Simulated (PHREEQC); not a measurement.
A solution holds 0.0074 mol/kgw NH4Cl, 0.086 mol/kgw K2HPO4 and 6e-05 mol/kgw NaCl, at 15 °C. Closed to the air; pH follows from the charge balance.

Equilibrium calculation in PHREEQC: ion-association model, phreeqc.dat.

```json
{
 "pH": "8.79",
 "ionic_strength": "0.251 mol/kgw",
 "specific_conductance": "11900 µS/cm",
 "density": "1.012 g/cm³",
 "total_alkalinity": "86.0 meq/kg"
}
```

```
species  molality  activity   log γ
-------  --------  --------  ------
K+          0.165     0.115  -0.156
HPO4-2     0.0783    0.0220  -0.553
Cl-       0.00746   0.00524  -0.153
KHPO4-    0.00671   0.00494  -0.133
NH4+      0.00669   0.00444  -0.178
H2PO4-   0.000827  0.000608  -0.133
```

Precipitation was switched off in this run.
